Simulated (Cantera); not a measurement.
Input: 1 mol C₂F₆, 0.3 mol CH₄, 0.31 mol H₂, at 3.50 Pa.

Method: chemical equilibrium by Gibbs-energy minimisation in Cantera with the NASA 1993 tables (ideal gas, pure condensed phases). Candidate condensed phases: C, C₆H₆, C₇H₈, C₈H₁₈; 95 gas species. The feed counts by its element totals alone. Gases not in the tables: C₂F₆ and larger saturated fluorocarbons. Equilibrium is a limit: real reactors are often held back by kinetics, nucleation or transport. All values below are at 1498 K.

Base state: HF 0.632, CF₄ 0.360, CF₂ 0.00421, F 0.00325, CF₃ 0.000185 (mole fractions); condensed: C(graphite).

Question: What changes in the equilibrium state with this change: H₂ from 0.31 to 1.2 mol?

Answer: 
| species | before | after |
|---|---|---|
| HF | 0.632 | 0.854 |
| CF₄ | 0.360 | 0.140 |
| CF₂ | 0.00421 | 0.00263 |
| CF₃ | 0.000185 | 9.13e-5 |
| F | 0.00325 | 0.00256 |
| C(graphite), mol | 1.25 | 1.70 |
